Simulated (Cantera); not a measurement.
Feed: 1 mol C3H8, 0.36 mol CO2, 2.6 mol N2, 1.5 mol H2O, at 1000 Pa.

Equilibrium computed with Cantera from the NASA thermochemical tables; the gas is ideal and each condensed phase is pure. Candidate condensed phases: C, C6H6, C7H8, C8H18, H2O; 136 gas species. Kinetics and transport are ignored. All values below are at 1777 °C.

Base state: H2 0.517, N2 0.246, CO 0.213, H 0.0163, HCN 0.00637, C2H2 (acetylene) 0.000548, HNC 0.000396 (mole fractions); condensed: C(graphite).

Question: What changes in the equilibrium state with this change: H2O from 1.5 to 0.15 mol?

Answer: 
| species | before | after |
|---|---|---|
| H2 | 0.517 | 0.527 |
| N2 | 0.246 | 0.334 |
| CO | 0.213 | 0.113 |
| H | 0.0163 | 0.0165 |
| HCN | 0.00637 | 0.00750 |
| HNC | 0.000396 | 0.000466 |
| C2H2 (acetylene) | 0.000548 | 0.000560 |
| C(graphite), mol | 1.06 | 2.42 |

Question: What changes in the equilibrium state with this change: pressure from 1000 Pa to 13300 Pa?

Answer: 
```tsv
species	before	after
H2	0.517	0.525
N2	0.246	0.248
CO	0.213	0.215
H	0.0163	0.00450
CH4	9.95e-7	1.37e-5
C2H2 (acetylene)	0.000548	0.000558
HCN	0.00637	0.00645
HNC	0.000396	0.000400
C(graphite), mol	1.06	1.06
```
